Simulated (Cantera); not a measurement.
What does this Cantera script print?

```python
import numpy as np
import cantera as ct

gas = ct.Solution("gri30.yaml")
gas.TPX = 1050, 48000, {'CH4': 1, 'O2': 2.82, 'N2': 10.6, 'H2O': 0.54}
reactor = ct.IdealGasReactor(gas, energy="on", clone=False)
net = ct.ReactorNet([reactor])
net.rtol, net.atol = 1e-08, 1e-16
show = ['CH4', 'O2', 'H2O', 'HCN', 'H', 'CH2']
times = np.geomspace(9e-06, 2, 11)

steps = ct.SolutionArray(gas, extra=["t"])
rows = []
print(f"{'t/s':>10s}{'T/K':>9s}{'P/Pa':>11s}" + "".join(f"{s:>11s}" for s in show))
for t in times:
    while net.time < t:
        t_next = net.step()
        steps.append(gas.state, t=t_next)
    rows.append([np.interp(t, steps.t, y) for y in (steps.T, steps.P, *steps(*show).X.T)])
    print(f"{t:10.3e}{rows[-1][0]:9.1f}{rows[-1][1]:11.4g}" + "".join(f"{x:11.3e}" for x in rows[-1][2:]))
rate = np.gradient(steps.T, steps.t)
print("integrator steps:", len(steps.t))
if steps.T.max() > steps.T[0] + 200:
    print(f"time of steepest temperature rise: {steps.t[rate.argmax()]:.4e} s")
gas.TPX = 1050, 48000, {'CH4': 1, 'O2': 2.82, 'N2': 10.6, 'H2O': 0.54}
gas.equilibrate("UV")
print(f"equilibrium (UV): T = {gas.T:.1f} K  " + "  ".join(f"{s} {gas[s].X[0]:.3e}" for s in show))
```

Output:

```
       t/s      T/K       P/Pa        CH4         O2        H2O        HCN          H        CH2
 9.000e-06   1050.0    4.8e+04  6.684e-02  1.885e-01  3.610e-02  1.980e-30  6.279e-14  9.599e-23
 3.083e-05   1050.0    4.8e+04  6.684e-02  1.885e-01  3.610e-02  2.318e-29  8.777e-14  8.378e-22
 1.056e-04   1050.0    4.8e+04  6.684e-02  1.885e-01  3.610e-02  2.726e-28  1.437e-13  8.619e-21
 3.616e-04   1050.0    4.8e+04  6.684e-02  1.885e-01  3.610e-02  3.238e-27  3.431e-13  9.987e-20
 1.239e-03   1050.0    4.8e+04  6.684e-02  1.885e-01  3.610e-02  3.965e-26  1.131e-12  1.294e-18
 4.243e-03   1050.0    4.8e+04  6.684e-02  1.885e-01  3.610e-02  5.349e-25  5.246e-12  2.155e-17
 1.453e-02   1050.0    4.8e+04  6.684e-02  1.885e-01  3.610e-02  1.197e-23  4.131e-11  7.100e-16
 4.977e-02   1050.1    4.8e+04  6.684e-02  1.885e-01  3.610e-02  4.939e-22  1.630e-10  8.431e-15
 1.705e-01   1050.4  4.802e+04  6.679e-02  1.885e-01  3.614e-02  6.300e-21  4.342e-10  2.098e-14
 5.839e-01   1055.8  4.827e+04  6.608e-02  1.879e-01  3.675e-02  8.698e-19  5.939e-09  3.892e-13
 2.000e+00   2516.2  1.165e+05  1.400e-17  5.092e-02  1.562e-01  3.249e-11  1.623e-03  6.805e-17
integrator steps: 2454
time of steepest temperature rise: 8.2220e-01 s
equilibrium (UV): T = 2516.2 K  CH4 1.960e-17  O2 5.092e-02  H2O 1.562e-01  HCN 3.249e-11  H 1.623e-03  CH2 8.683e-17
```

Cantera simulation using GRI-Mech 3.0 (53 species, 325 reactions); the numbers are that mechanism's predictions, not measurements.
